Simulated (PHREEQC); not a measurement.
A solution holds 0.18 mol CuCl2, 0.00076 mol HNO3 and 0.0013 mol BaCl2 per kg of water, at 25 °C. Closed to the air; pH follows from the charge balance.

All values are PHREEQC results (ion-association model, phreeqc.dat), not measurements.

No solid was allowed to form.

Problem. Estimate the pH.

Solution. pH 3.23.

Problem. In which forms is Cu present?

Solution. Cu+2 81 %, CuCl+ 18 %, CuCl2 1.2 % of the Cu.
